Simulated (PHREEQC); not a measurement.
Dissolve 39 mmol/kgw FeCl3, 0.25 mmol/kgw ZnCl2, 4.3 mmol/kgw H2SO4 and 0.42 mmol/kgw Na2SO4 at 20 °C. Closed to the air; pH follows from the charge balance.

Computed with PHREEQC (ion-association model, phreeqc.dat).

```json
[
 {"quantity": "pH", "before": "1.92", "after": "2.18"},
 {"quantity": "ionic strength (mol/kgw)", "before": "0.173", "after": "0.118"},
 {"quantity": "Cl- (mol/kgw)", "before": "0.102", "after": "0.0763"},
 {"quantity": "SO4-2 (mol/kgw)", "before": "0.000461", "after": "0.00216"},
 {"quantity": "HSO4- (mol/kgw)", "before": "0.000200", "after": "0.000570"},
 {"quantity": "NaSO4- (mol/kgw)", "before": "5.84e-7", "after": "3.11e-6"},
 {"quantity": "SI of Halite (NaCl)", "before": "-5.89", "after": "-5.99"}
]
```

**Question.** Which change was made?
(A) ZnCl2 replaced by AlCl3 at the same molality
(B) H2SO4 left out
(C) H2SO4 from 0.0043 to 0.00215 mol/kgw
(D) FeCl3 replaced by CuCl2 at the same molality
(E) temperature from 20 to 35 °C

**Answer.** D, FeCl3 replaced by CuCl2 at the same molality

Precipitation was switched off in this run. Some of these states are supersaturated (in Hematite (slow to form), Goethite (slow to form), for instance).
